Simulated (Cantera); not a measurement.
Premixed flame

A freely propagating, adiabatic, planar premixed flame of H2 : O2 : N2 : H2O = 1 : 0.806 : 3.03 : 0.25 (molar parts), equivalence ratio 0.62, unburnt at 473 K and 1.01 bar; mixture-averaged transport, grid criteria slope 0.08 and curve 0.16, no radiation.

Detailed kinetics in Cantera: the H2/O2 subset of GRI-Mech 3.0, which has no nitrogen chemistry. Burning velocities carry a grid error of a few per cent, more on coarse grids. Lean hydrogen flames are cellular in practice and burn faster than this planar one.

| z (mm) | T (K) | u (m/s) | x H2 | x O2 | x H2O | x H2O2 | x H | x OH |
|---|---|---|---|---|---|---|---|---|
| -1.12 | 473 | 1.99 | 0.197 | 0.158 | 0.0492 | <1e-8 | <1e-8 | <1e-8 |
| -0.748 | 473 | 1.99 | 0.196 | 0.159 | 0.0492 | <1e-8 | <1e-8 | <1e-8 |
| -0.561 | 473 | 1.98 | 0.195 | 0.159 | 0.0493 | 3.80e-8 | <1e-8 | <1e-8 |
| -0.374 | 475 | 1.98 | 0.190 | 0.160 | 0.0497 | 5.25e-7 | <1e-8 | <1e-8 |
| -0.187 | 548 | 2.22 | 0.160 | 0.163 | 0.0577 | 3.47e-5 | 2.82e-5 | 3.91e-5 |
| -0.0936 | 809 | 3.19 | 0.119 | 0.154 | 0.0905 | 4.80e-5 | 0.00139 | 0.000594 |
| 0 | 1153 | 4.47 | 0.0687 | 0.126 | 0.151 | 1.45e-5 | 0.00703 | 0.00194 |
| 0.0936 | 1399 | 5.40 | 0.0311 | 0.0945 | 0.205 | 5.63e-6 | 0.0112 | 0.00509 |
| 0.187 | 1540 | 5.92 | 0.0160 | 0.0792 | 0.230 | 3.20e-6 | 0.0104 | 0.00755 |
| 0.374 | 1680 | 6.43 | 0.00892 | 0.0718 | 0.245 | 1.56e-6 | 0.00615 | 0.00883 |
| 0.748 | 1788 | 6.81 | 0.00519 | 0.0695 | 0.255 | 7.96e-7 | 0.00245 | 0.00795 |
| 1.50 | 1854 | 7.04 | 0.00238 | 0.0688 | 0.261 | 4.35e-7 | 0.000700 | 0.00585 |
| 2.99 | 1886 | 7.14 | 0.000858 | 0.0688 | 0.265 | 2.32e-7 | 0.000147 | 0.00369 |
x: mole fraction of selected species; z is measured from the peak of heat release.

| Quantity | Result |
|---|---|
| laminar burning velocity | 199 cm/s |
| thermal thickness | 0.374 mm |
| peak x(H2O2) | 5.37e-5 |
| peak x(H) | 0.0114 |
| peak x(OH) | 0.00884 |
| grid points | 110 |
